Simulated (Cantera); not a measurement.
Charge: 1 mol Pb, 1.3 mol H2S, 1.1 mol N2, 0.22 mol NH3, at 1727 °C and 0.133 bar.

These are equilibrium values from Cantera (NASA tables, ideal gas, pure condensed phases), not measurements of a reactor. Kinetics and transport are ignored.

```json
[
 {"species": "H2", "before": "0.366", "after": "0.468"},
 {"species": "N2", "before": "0.292", "after": "0.426"},
 {"species": "H2S", "before": "0.0202", "after": "0.106"},
 {"species": "PbS", "before": "0.149", "after": "0.000624"},
 {"species": "Pb", "before": "0.0923", "after": "8.78e-6"},
 {"species": "SH", "before": "0.0111", "after": "2.45e-6"},
 {"species": "S2", "before": "0.0656", "after": "1.98e-5"},
 {"species": "S", "before": "0.00223", "after": "<1e-9"},
 {"species": "H", "before": "0.00269", "after": "4.03e-9"},
 {"species": "NH3", "before": "3.20e-7", "after": "1.64e-5"},
 {"species": "PbS(s), mol", "before": "0", "after": "0.998"}
]
```
Gas species are given as mole fractions.

### Question
What was changed between the two runs?
(A) temperature from 1727 °C to 1800 °C
(B) pressure from 0.133 bar to 22.0 mbar
(C) temperature from 1727 °C to 725 °C
(D) NH3 from 0.22 to 5.8 mol

### Answer
C, temperature from 1727 °C to 725 °C
